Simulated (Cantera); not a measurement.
Input: 1 mol MgSO4, 0.52 mol H2, 5.2 mol H2O, equilibrated at 1475 °C and 1600 Pa.

Method: chemical equilibrium by Gibbs-energy minimisation in Cantera with the NASA 1993 tables (ideal gas, pure condensed phases). Kinetics and transport are ignored.

```csv
species,before,after
H2O,0.818,0.692
H2,0.00114,0.210
SO2,0.143,0.0770
O2,0.0343,7.27e-7
S2,<1e-9,0.00724
H2S,<1e-9,0.00293
SH,4.27e-9,0.00147
S2O,<1e-9,0.000117
S,1.28e-8,0.000324
SO3,4.26e-5,1.05e-7
"MgO(s), mol",1.000,1.000
```
Gas species are given as mole fractions.

### Question
Which change was made?
A) pressure from 1600 Pa to 320000 Pa
B) H2 from 0.52 to 3.5 mol
C) H2 from 0.52 to 2.1 mol
D) pressure from 1600 Pa to 26.0 Pa

### Answer
B, H2 from 0.52 to 3.5 mol
